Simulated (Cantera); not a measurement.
A closed system holds: 1 mol Si3N4, 0.85 mol O2, equilibrated at 927 °C and 56.0 Pa.

Cantera equilibrium calculation (NASA polynomials, part measured and part estimated; ideal gas, pure solids and liquids). Candidate condensed phases: Si, SiO2, Si2N2O, Si3N4; 16 gas species. Mutual solubility and eutectic melting of coexisting phases are not modelled. The tables hold silica as quartz up to 1696 K and as liquid above; real silica turns to tridymite and cristobalite and melts near 1996 K. Rates play no part.

Base state: N2 1.000 (mole fractions); condensed: SiO2(β-quartz) + Si2N2O(s).

### Question
What changes in the equilibrium state with this change: Si3N4 replaced by BN?

### Answer
```csv
species,before,after
N2,1.000,0.833
O2,<1e-9,0.167
NO,<1e-9,0.000179
B2O3,0,1.64e-5
"SiO2(β-quartz), mol",0.133,0
"Si2N2O(s), mol",1.43,0
"B2O3(l), mol",0,0.500
```
Further candidate phases: B, BN, B2O3.

### Question
What changes in the equilibrium state with this change: temperature from 927 °C to 1550 °C?

### Answer
```csv
species,before,after
N2,1.000,0.536
SiO,1.96e-6,0.456
Si,<1e-9,0.00789
Si2N,<1e-9,8.88e-5
SiN,<1e-9,5.66e-5
Si2,<1e-9,5.11e-5
"SiO2(β-quartz), mol",0.133,0
"Si2N2O(s), mol",1.43,0
"Si(l), mol",0,1.27
```
The tables' values for SiN are old estimates; treat these amounts as uncertain.
